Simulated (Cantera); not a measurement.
# Ignition delay

Mixture: CH₄ : H₂ : O₂ : N₂ = 1 : 0.35 : 4.03 : 15.1 (molar parts), equivalence ratio 0.54, at 3750 Torr, adiabatic and at constant volume. Ignition delay is the time to a rise of 400 K.

Detailed kinetics in Cantera: GRI-Mech 3.0 (53 species, 325 reactions). Below about 1000 K GRI-Mech 3.0 lacks low-temperature oxidation paths. Below about 950 K walls govern HO2 and H2O2 in real vessels.

```csv
T0 (K),delay (ms)
900,332
950,79.4
1000,20.6
1050,6.22
1100,2.45
1150,1.25
1200,0.737
1250,0.470
```

| Item | Result |
|---|---|
| apparent activation energy between 1150 and 1250 K | 120 kJ/mol |
